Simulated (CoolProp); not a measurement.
Values from CoolProp's reference Helmholtz-energy equation of state, Akasaka 2015.

Task: For R245fa, give the phase and the density (kg/m³), cp (kJ/(kg K)), expansivity (1/kK), viscosity (µPa s) at 271.6 K and 1670 kPa.

Result: 
- 271.6 K and 1670 kPa: liquid; density 1410, cp 1.26, expansivity 1.76, viscosity 557

Viscosity comes from a separate model (Bell 2016), an estimate that may be off by 10 % or more.
